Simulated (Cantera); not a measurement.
Input: 1 mol MgO, 1.7 mol H2S, 0.51 mol H2O, equilibrated at 1348.15 K and 5630 Torr.

Equilibrium computed with Cantera from the NASA thermochemical tables; the gas is ideal and each condensed phase is pure. Candidate condensed phases: H2O, H2SO4, Mg, MgO, Mg(OH)2, MgS, MgSO4, S; 26 gas species. Kinetics and transport are ignored.

Base state: H2S 0.611, H2O 0.217, H2 0.114, S2 0.0564, SH 0.000665, SO2 0.000192, S2O 0.000137, SO 1.17e-5 (mole fractions); condensed: MgO(s).

Q: What changes in the equilibrium state with this change: MgO replaced by Fe2O3?

A: 
```tsv
species	before	after
H2O	0.217	0.850
SO2	0.000192	0.101
H2S	0.611	0.0263
H2	0.114	0.0123
S2	0.0564	0.00899
SO	1.17e-5	0.000170
SH	0.000665	8.71e-5
MgO(s), mol	1.00	0
FeS(s), mol	0	1.33
Fe3O4(s), mol	0	0.222
```
Mutual solubility and eutectic melting of coexisting phases are not modelled. FeS: taken at fixed stoichiometry. Further candidate phases: Fe, FeO, Fe(OH)2, Fe(OH)3, FeS, FeSO4, FeS2, Fe2O3, Fe2(SO4)3, Fe3O4.

Q: What changes in the equilibrium state with this change: MgO replaced by FeS2?

A: 
```json
[
 {"species": "H2S", "before": "0.611", "after": "0.558"},
 {"species": "S2", "before": "0.0564", "after": "0.204"},
 {"species": "H2O", "before": "0.217", "after": "0.180"},
 {"species": "H2", "before": "0.114", "after": "0.0548"},
 {"species": "S2O", "before": "0.000137", "after": "0.000858"},
 {"species": "SO2", "before": "0.000192", "after": "0.00109"},
 {"species": "SO", "before": "1.17e-5", "after": "3.85e-5"},
 {"species": "MgO(s), mol", "before": "1.00", "after": "0"},
 {"species": "FeS(s), mol", "before": "0", "after": "1.00"}
]
```
FeS: taken at fixed stoichiometry. Further candidate phases: Fe, FeO, Fe(OH)2, Fe(OH)3, FeS, FeSO4, FeS2, Fe2O3, Fe2(SO4)3, Fe3O4.
